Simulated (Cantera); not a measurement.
Input: 1 mol Si, 7.3 mol HBr, 0.26 mol H₂, held at 552 °C and 3.20 Pa.

Cantera equilibrium calculation (NASA polynomials, part measured and part estimated; ideal gas, pure solids and liquids). Candidate condensed phases: Br₂, Si; 19 gas species. The tables' values for SiBr₃ are old estimates; treat these amounts as uncertain. Rates play no part.

Base state: HBr 0.503, H₂ 0.344, SiBr₄ 0.152, SiHBr₃ 7.14e-5, SiBr₃ 4.21e-5, SiBr₂ 1.46e-5, Br 1.22e-5 (mole fractions); condensed: gas only.

Task: What changes in the equilibrium state with this change: HBr from 7.3 to 2.7 mol?

Result: 
```
species      before     after
----------  -------  --------
H₂            0.344     0.662
SiBr₄         0.152     0.271
HBr           0.503    0.0606
SiBr₂       1.46e-5   0.00346
SiHBr₃      7.14e-5   0.00203
SiBr₃       4.21e-5  0.000863
Br          1.22e-5   1.06e-6
Si(s), mol        0     0.355
```
